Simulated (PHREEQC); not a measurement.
Brine: speciation

A solution holds 2.8 mol/kgw KCl, 0.12 mol/kgw K2SO4 and 1.2 mol/kgw KBr, at 25 °C. Closed to the air; pH follows from the charge balance.

All values are PHREEQC results (Pitzer model, pitzer.dat), not measurements.

Each row changes one thing in this solution. No solid was allowed to form.

```json
[
 {"case": "as made", "pH": "7.02", "ionic strength (mol/kgw)": "4.36", "SI of Arcanite (K2SO4)": "+0.05", "SI of Misenite (K8H6(SO4)7)": "-46.41"},
 {"case": "diluted 10-fold with water", "pH": "7.02", "ionic strength (mol/kgw)": "0.436", "SI of Arcanite (K2SO4)": "-2.02", "SI of Misenite (K8H6(SO4)7)": "-55.28"},
 {"case": "0.02 mol/kgw Ca(OH)2 added", "pH": "12.53", "ionic strength (mol/kgw)": "4.42", "SI of Arcanite (K2SO4)": "+0.04", "SI of Misenite (K8H6(SO4)7)": "-79.55"},
 {"case": "KCl left out", "pH": "7.11", "ionic strength (mol/kgw)": "1.56", "SI of Arcanite (K2SO4)": "-0.50", "SI of Misenite (K8H6(SO4)7)": "-47.96"},
 {"case": "0.36 mol/kgw H2SO4 added", "pH": "0.14", "ionic strength (mol/kgw)": "4.68", "SI of Arcanite (K2SO4)": "-0.01", "SI of Misenite (K8H6(SO4)7)": "-5.70"},
 {"case": "diluted 100-fold with water", "pH": "7.01", "ionic strength (mol/kgw)": "0.0436", "SI of Arcanite (K2SO4)": "-4.32", "SI of Misenite (K8H6(SO4)7)": "-65.89"}
]
```

In brines, pH and single-ion activities rest on the MacInnes convention.
